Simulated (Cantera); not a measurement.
What does this Cantera script print?

```python
import numpy as np
import cantera as ct

gas_names = """
    CL CL2 H HCL H2 Si SiCL SiCL2 SiCL3 SiCL4 SiH SiHCL3 SiH2 SiH2CL2 SiH3 SiH3CL SiH4 Si2 Si3
""".split()
cond_names = """
    Si(cr) Si(L)
""".split()


def load(file, names, dense=False):
    # The tables refer to 1 bar. Condensed volumes are neglected.
    table = {s.name: s for s in ct.Species.list_from_file(file)}
    out = []
    for n in names:
        d = dict(table[n].input_data)
        d["thermo"] = dict(d["thermo"], **{"reference-pressure": 1e5})
        if dense:
            d["equation-of-state"] = {"model": "constant-volume", "density": "1e6 g/cm^3"}
        out.append(ct.Species.from_dict(d))
    return out


gas = ct.Solution(thermo="ideal-gas", species=load("nasa_gas.yaml", gas_names))
cond = {s.name: ct.Solution(thermo="fixed-stoichiometry", species=[s], name=s.name)
        for s in load("nasa_condensed.yaml", cond_names, dense=True)}
atoms = {
    'Si': {'Si': 1},
    'HCl': {'H': 1, 'CL': 1},
    'H2': {'H': 2},
}
top_T = {}  # K; cautious upper limits of use, not melting points


def equilibrate(T, P, feed):
    n = {}
    for name, mol in feed.items():
        for a, k in atoms[name].items():
            n[a] = n.get(a, 0.0) + k * mol
    gas.TPX = T, P, n
    mass = sum(n.values()) * gas.mean_molecular_weight
    gas.equilibrate("TP")
    valid = [c for c in cond.values() if c.min_temp <= T <= top_T.get(c.name, c.max_temp)]
    mix = ct.Mixture([(gas, mass / gas.mean_molecular_weight)] + [(c, 0.0) for c in valid])
    mix.T, mix.P = T, P
    mix.equilibrate("TP", solver="vcs", rtol=1e-11, max_steps=5000)
    return mix


results = []
feed = {'Si': 1, 'HCl': 0.91, 'H2': 5.3}  # mol
P = 2800000  # Pa
for T in [698, 848, 998, 1148, 1298, 1448, 1598, 1748]:
    mix = equilibrate(T, P, feed)
    results.append((T, P, feed, dict(zip(mix.species_names, mix.species_moles))))
    x = sorted(zip(gas.X, gas.species_names), reverse=True)
    print(f"T = {T:g} K  P = {P:g} Pa  gas = {mix.phase_moles(0):.4g} mol")
    print("   x: " + "  ".join(f"{s} {v:.3e}" for v, s in x if v > 1e-06))
    print("   condensed (mol): " + ("  ".join(f"{mix.phase(i).name} {mix.phase_moles(i):.4g}"
          for i in range(1, mix.n_phases) if mix.phase_moles(i) > 1e-12) or "none"))
```

Result:

```
T = 698 K  P = 2.8e+06 Pa  gas = 5.921 mol
   x: H2 9.511e-01  SiHCL3 3.113e-02  SiCL4 1.247e-02  SiH2CL2 5.091e-03  SiH3CL 1.783e-04  HCL 7.522e-05  SiH4 3.016e-06
   condensed (mol): Si(cr) 0.7106
T = 848 K  P = 2.8e+06 Pa  gas = 5.92 mol
   x: H2 9.504e-01  SiHCL3 2.973e-02  SiCL4 1.288e-02  SiH2CL2 6.016e-03  HCL 6.677e-04  SiH3CL 2.888e-04  SiCL3 9.952e-06  SiH4 6.310e-06
   condensed (mol): Si(cr) 0.7103
T = 998 K  P = 2.8e+06 Pa  gas = 5.924 mol
   x: H2 9.486e-01  SiHCL3 2.824e-02  SiCL4 1.298e-02  SiH2CL2 6.613e-03  HCL 3.023e-03  SiH3CL 3.950e-04  SiCL3 9.291e-05  SiCL2 1.630e-05  SiH4 1.031e-05
   condensed (mol): Si(cr) 0.7136
T = 1148 K  P = 2.8e+06 Pa  gas = 5.936 mol
   x: H2 9.443e-01  SiHCL3 2.615e-02  SiCL4 1.246e-02  HCL 9.028e-03  SiH2CL2 6.873e-03  SiH3CL 4.866e-04  SiCL3 4.623e-04  SiCL2 1.894e-04  SiH4 1.463e-05
   condensed (mol): Si(cr) 0.7232
T = 1298 K  P = 2.8e+06 Pa  gas = 5.962 mol
   x: H2 9.362e-01  SiHCL3 2.273e-02  HCL 2.025e-02  SiCL4 1.089e-02  SiH2CL2 6.681e-03  SiCL3 1.458e-03  SiCL2 1.166e-03  SiH3CL 5.516e-04  SiH4 1.893e-05
   condensed (mol): Si(cr) 0.7407
T = 1448 K  P = 2.8e+06 Pa  gas = 6.008 mol
   x: H2 9.241e-01  HCL 3.635e-02  SiHCL3 1.749e-02  SiCL4 8.043e-03  SiH2CL2 5.884e-03  SiCL2 4.402e-03  SiCL3 3.104e-03  SiH3CL 5.750e-04  SiH4 2.297e-05  H 1.675e-06
   condensed (mol): Si(cr) 0.7625
T = 1598 K  P = 2.8e+06 Pa  gas = 6.071 mol
   x: H2 9.102e-01  HCL 5.368e-02  SiHCL3 1.108e-02  SiCL2 1.090e-02  SiCL4 4.553e-03  SiH2CL2 4.499e-03  SiCL3 4.477e-03  SiH3CL 5.456e-04  SiH4 2.668e-05  H 9.597e-06  SiH2 4.454e-06
   condensed (mol): Si(cr) 0.7809
T = 1748 K  P = 2.8e+06 Pa  gas = 6.131 mol
   x: H2 8.978e-01  HCL 6.925e-02  SiCL2 1.780e-02  SiHCL3 5.530e-03  SiCL3 4.398e-03  SiH2CL2 2.803e-03  SiCL4 1.939e-03  SiH3CL 4.342e-04  H 4.091e-05  SiH4 2.683e-05  SiH2 1.843e-05  CL 2.435e-06  SiCL 2.391e-06
   condensed (mol): Si(L) 0.798
```

Equilibrium computed with Cantera from the NASA thermochemical tables; the gas is ideal and each condensed phase is pure. The tables' values for SiCl3 are old estimates; treat these amounts as uncertain. Gases not in the tables: Si2H6 and higher silanes.
